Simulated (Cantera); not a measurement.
A closed system holds: 1 mol C3H6, 1.5 mol CO2, 6.8 mol H2, equilibrated at 1477 °C and 10.0 Torr.

Equilibrium computed with Cantera from the NASA thermochemical tables; the gas is ideal and each condensed phase is pure. Candidate condensed phases: C, C6H6, C7H8, C8H18, H2O; 110 gas species. Equilibrium is a limit: real reactors are often held back by kinetics, nucleation or transport.

Base state: H2 0.764, CO 0.234, H 0.00176, C2H2 (acetylene) 8.78e-5 (mole fractions); condensed: C(graphite).

Q: What changes in the equilibrium state with this change: CO2 from 1.5 to 0.6 mol?

A: 
```json
[
 {"species": "H2", "before": "0.764", "after": "0.889"},
 {"species": "CO", "before": "0.234", "after": "0.109"},
 {"species": "H", "before": "0.00176", "after": "0.00190"},
 {"species": "C2H2 (acetylene)", "before": "8.78e-5", "after": "0.000102"},
 {"species": "C(graphite), mol", "before": "1.50", "after": "2.40"}
]
```

Q: What changes in the equilibrium state with this change: temperature from 1477 °C to 1200 °C?

A: 
```json
[
 {"species": "H2", "before": "0.764", "after": "0.766"},
 {"species": "CO", "before": "0.234", "after": "0.234"},
 {"species": "H", "before": "0.00176", "after": "9.60e-5"},
 {"species": "C2H2 (acetylene)", "before": "8.78e-5", "after": "4.99e-6"},
 {"species": "CH4", "before": "7.11e-6", "after": "2.29e-5"},
 {"species": "C(graphite), mol", "before": "1.50", "after": "1.50"}
]
```

Q: What changes in the equilibrium state with this change: temperature from 1477 °C to 2552 °C?

A: 
| species | before | after |
|---|---|---|
| H | 0.00176 | 0.455 |
| H2 | 0.764 | 0.346 |
| CO | 0.234 | 0.180 |
| C2H2 (acetylene) | 8.78e-5 | 0.0125 |
| C3 | <1e-9 | 0.00321 |
| C2H | 1.43e-9 | 0.00217 |
| C | <1e-9 | 0.000648 |
| C2 | <1e-9 | 0.000315 |
| C4H2 | 3.96e-9 | 0.000189 |
| C(graphite), mol | 1.50 | 0.809 |
